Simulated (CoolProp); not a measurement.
Computed with CoolProp (reference Helmholtz-energy equation of state, Thol 2021).

Give the vapour pressure (MPa), liquid density (kg/m³), enthalpy of vaporisation (kJ/kg) of saturated chlorine at 283.4, 308 K.


```
T (K)  p (MPa)  liquid density (kg/m³)  enthalpy of vaporisation (kJ/kg)
-----  -------  ----------------------  --------------------------------
283.4    0.508                    1440                               259
308       1.00                    1360                               240
```
